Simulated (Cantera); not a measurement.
A closed system holds: 1 mol SiHCl₃, 0.026 mol C₃H₈, 3.5 mol H₂, at 1548.15 K and 21.0 mbar.

Cantera equilibrium calculation (NASA polynomials, part measured and part estimated; ideal gas, pure solids and liquids). Candidate condensed phases: C, C₆H₆, C₇H₈, C₈H₁₈, Si, SiC; 109 gas species. The tables' values for SiCl₃, SiCl are old estimates; treat these amounts as uncertain. Equilibrium is a limit: real reactors are often held back by kinetics, nucleation or transport.

Base state: H₂ 0.640, HCl 0.194, SiCl₂ 0.153, SiCl₃ 0.00991, SiCl₄ 0.00179, SiHCl₃ 0.000726, H 0.000170, SiH₂Cl₂ 4.78e-5 (mole fractions); condensed: SiC(s).

**Question.** What changes in the equilibrium state with this change: temperature from 1548.15 K to 1100 K?

**Answer.** 
| species | before | after |
|---|---|---|
| H₂ | 0.640 | 0.789 |
| SiCl₄ | 0.00179 | 0.109 |
| HCl | 0.194 | 0.0623 |
| SiCl₂ | 0.153 | 0.0100 |
| SiHCl₃ | 0.000726 | 0.0204 |
| SiCl | 2.05e-5 | <1e-9 |
| Cl | 4.11e-5 | 1.12e-8 |
| SiC(s), mol | 0.0780 | 0.0780 |
| Si(s), mol | 0 | 0.187 |
Mutual solubility and eutectic melting of coexisting phases are not modelled. The tables' values for SiCl₃ are old estimates; treat these amounts as uncertain.
